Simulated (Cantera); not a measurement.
Predominance diagram of Ta at 975 K against the partial pressures of O2 and CO (log10, bar). Cantera with NASA thermochemical tables; ideal gases at 1 bar, condensed phases pure. Candidates: Ta(s), TaC(s), Ta2O5(s). Only these pure phases compete in this equilibrium. TaC: taken at fixed stoichiometry. Not in the tables: Ta2C.

```
log p(CO) \ log p(O2)
        columns: -43, -40.3, -37.6, -34.9, -32.2, -29.6, -26.9, -24.2, -21.5, -18.8, -16.1, -13.4, -10.8, -8.1, -5.4, -2.7, 0
      0  A A A A A A A A A A A A A A A A A
   -1.2  A A A A A A A A B B A A A A A A A
   -2.3  A A A A A A A B B B B A A A A A A
   -3.5  A A A A A A B B B B B B A A A A A
   -4.6  A A A A A C B B B B B B B A A A A
   -5.8  A A A A C B B B B B B B B B A A A
   -6.9  A A A C C B B B B B B B B B B A A
   -8.1  A A A C C B B B B B B B B B B A A
   -9.2  A A C C C B B B B B B B B B B B A
  -10.4  A C C C B B B B B B B B B B B B B
  -11.5  C C C C B B B B B B B B B B B B B
  -12.7  C C C C B B B B B B B B B B B B B
  -13.8  C C C C B B B B B B B B B B B B B
    -15  C C C D B B B B B B B B B B B B B
```

A: out of reach (another gas would pass 10 bar, or a non-metal would condense); B: Ta2O5(s); C: TaC(s); D: Ta(s).
